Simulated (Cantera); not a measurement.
Feed: 1 mol CH3F, 1.1 mol F2, held at 1150 K and 43.0 mbar.

Equilibrium computed with Cantera from the NASA thermochemical tables; the gas is ideal and each condensed phase is pure. Candidate condensed phases: C, C6H6, C7H8, C8H18; 95 gas species. Gases not in the tables: C2F6 and larger saturated fluorocarbons. The numbers say what is thermodynamically allowed, not how fast it happens.

Base state: HF 0.984, CF4 0.0164 (mole fractions); condensed: C(graphite).

What changes in the equilibrium state with this change: F2 from 1.1 to 0.016 mol?


```tsv
species	before	after
HF	0.984	0.512
H2	1.19e-8	0.488
CH4	<1e-9	0.000239
CF4	0.0164	<1e-9
C(graphite), mol	0.950	1.000
```

What changes in the equilibrium state with this change: F2 from 1.1 to 1.4 mol?


```csv
species,before,after
HF,0.984,0.937
CF4,0.0164,0.0625
"C(graphite), mol",0.950,0.800
```

What changes in the equilibrium state with this change: F2 from 1.1 to 0.042 mol?


```
species            before     after
----------------  -------  --------
HF                  0.984     0.531
H2                1.19e-8     0.469
CH4                 <1e-9  0.000221
CF4                0.0164     <1e-9
C(graphite), mol    0.950     1.000
```
